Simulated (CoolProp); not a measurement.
Saturated liquid density (kg/m³) of chlorine: the reference equation beside estimates from Tc = 416.9 K, pc = 7642 kPa, ω = 0.070.

Values from CoolProp's reference Helmholtz-energy equation of state, Thol 2021.

```json
[
 {"T (K)": "283.2", "reference": "1438", "van der Waals": "908.1", "Soave-Redlich-Kwong": "1324"},
 {"T (K)": "290.8", "reference": "1415", "van der Waals": "894.3", "Soave-Redlich-Kwong": "1300"},
 {"T (K)": "298.5", "reference": "1392", "van der Waals": "…", "Soave-Redlich-Kwong": "1276"},
 {"T (K)": "306.2", "reference": "1367", "van der Waals": "…", "Soave-Redlich-Kwong": "1250"},
 {"T (K)": "313.9", "reference": "1342", "van der Waals": "848.9", "Soave-Redlich-Kwong": "1223"},
 {"T (K)": "321.5", "reference": "1317", "van der Waals": "832.8", "Soave-Redlich-Kwong": "1194"},
 {"T (K)": "329.2", "reference": "1290", "van der Waals": "815.7", "Soave-Redlich-Kwong": "1164"},
 {"T (K)": "336.9", "reference": "1262", "van der Waals": "797.7", "Soave-Redlich-Kwong": "1133"},
 {"T (K)": "344.5", "reference": "1234", "van der Waals": "779.1", "Soave-Redlich-Kwong": "1100"},
 {"T (K)": "352.2", "reference": "1203", "van der Waals": "759.2", "Soave-Redlich-Kwong": "1064"},
 {"T (K)": "359.9", "reference": "1171", "van der Waals": "738.0", "Soave-Redlich-Kwong": "1027"},
 {"T (K)": "367.6", "reference": "…", "van der Waals": "715.2", "Soave-Redlich-Kwong": "985.8"},
 {"T (K)": "375.2", "reference": "1099", "van der Waals": "690.9", "Soave-Redlich-Kwong": "942.2"}
]
```

Task: What belongs in the gaps?

Result: 
- 298.5, van der Waals: 879.7
- 306.2, van der Waals: 864.6
- 367.6, reference: 1136

Absolute difference from the reference over all 13 rows, mean and median: van der Waals 36.9 and 36.8 %, Soave-Redlich-Kwong 10.3 and 9.8 %.
